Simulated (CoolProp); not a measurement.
Vapour-liquid equilibrium of 1-butene (1) + n-butane (2) at 1770 kPa; x and y are mole fractions of (1).

Values from CoolProp's multi-fluid Helmholtz-energy mixture model, Lemmon 2005 and Bücker 2006; pair parameters Bell 2016.

```
x     bubble temperature (°C)  y at the bubble point  dew temperature at overall composition x (°C)  liquid density (mol/L)
----  -----------------------  ---------------------  ---------------------------------------------  ----------------------
0.05                    107.3                  0.055                                          107.3                   7.815
0.15                    106.4                  0.164                                          106.5                     [?]
0.25                    105.4                    [?]                                            [?]                   7.944
0.35                    104.5                  0.375                                          104.7                     [?]
0.45                    103.6                  0.476                                          103.8                   8.074
0.55                      [?]                  0.575                                          103.0                   8.140
0.65                    101.9                  0.672                                          102.1                   8.207
0.75                    101.2                  0.767                                            [?]                   8.274
0.85                    100.4                    [?]                                          100.5                   8.343
0.95                     99.8                  0.953                                           99.8                   8.413
```

Complete the blanks.


- 0.15, liquid density (mol/L): 7.879
- 0.25, y at the bubble point: 0.271
- 0.25, dew temperature at overall composition x (°C): 105.6
- 0.35, liquid density (mol/L): 8.009
- 0.55, bubble temperature (°C): 102.7
- 0.75, dew temperature at overall composition x (°C): 101.3
- 0.85, y at the bubble point: 0.861

No azeotrope shows between x = 0.05 and 0.95.

The pair parameters rest on a limited set of measurements; away from them the model extrapolates.
